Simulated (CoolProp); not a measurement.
Vapour-liquid equilibrium of R152A (1) + methanol (2) at 0.21 bar; x and y are mole fractions of (1).

The numbers come from the multi-fluid Helmholtz-energy mixture model, Outcalt 1996 and de Reuck 1993; pair parameters Bell 2016 in CoolProp.

```
x      bubble temperature, mixture model (K)  bubble temperature, Raoult's law (K)  y, mixture model  y, Raoult's law
-----  -------------------------------------  ------------------------------------  ----------------  ---------------
0.05                                   241.2                                 278.2             0.981            0.750
0.125                                  229.2                                 259.4             0.993            0.932
0.2                                    226.4                                 249.3             0.995            0.971
0.275                                  225.5                                 242.6             0.995            0.984
0.35                                   225.3                                 237.7             0.996            0.991
0.425                                  225.1                                 233.9             0.996            0.994
0.5                                    224.8                                 230.8             0.996            0.996
0.575                                  224.3                                 228.2             0.996            0.997
0.65                                   223.6                                 226.0             0.997            0.998
0.725                                  222.7                                 224.1             0.997            0.999
0.8                                    221.7                                 222.4             0.998            0.999
0.875                                  220.6                                 220.8             0.999            1.000
0.95                                   219.4                                 219.4             0.999            1.000
```

The largest gap from Raoult's law is -37.0 K in bubble temperature, at x = 0.05. No azeotrope shows between x = 0.05 and 0.95.

The pair parameters rest on a limited set of measurements; away from them the model extrapolates. With so large a gap from Raoult's law the liquid may split in two, which this calculation doesn't test in full.
